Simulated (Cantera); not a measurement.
An adiabatic, constant-pressure homogeneous reactor starts with CH4 : O2 : N2 = 1 : 2.02 : 14.3 (molar parts), at 1500 K and 130000 Pa.

Computed with Cantera and GRI-Mech 3.0 (53 species, 325 reactions).

One state of this run: T (K) = 2489; x CH4 = <1e-12; x O2 = 0.00768; x CO = 0.0147; x C2H = <1e-12; x CH2 = <1e-12; x N2O = 2.82e-7. x: mole fraction; the columns are a selection and need not sum to one.

Question: Which value of t (s) does it belong to?
A) 7.52e-5
B) 0.106
C) 0.000844
D) 0.000252

Answer: B, 0.106
